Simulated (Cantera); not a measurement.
Feed: 1 mol CF4, 2.6 mol H2, equilibrated at 920 Pa.

Equilibrium computed with Cantera from the NASA thermochemical tables; the gas is ideal and each condensed phase is pure. Candidate condensed phases: C, C6H6, C7H8, C8H18; 110 gas species. Ions and electrons are included (thermal ionisation). The numbers say what is thermodynamically allowed, not how fast it happens. All values below are at 3250 K.

Base state: HF 0.447, H 0.321, F 0.147, C3 0.0322, C 0.0215, CF 0.0119, H2 0.00917, C2 0.00793 (mole fractions); condensed: gas only.

Q: What changes in the equilibrium state with this change: H2 from 2.6 to 0.63 mol?

A: 
```
species             before     after
----------------  --------  --------
F                    0.147     0.592
HF                   0.447     0.237
CF                  0.0119    0.0518
H                    0.321    0.0421
C3                  0.0322    0.0408
C                   0.0215    0.0232
H2                 0.00917  0.000158
C2H2 (acetylene)  0.000210   4.24e-6
```
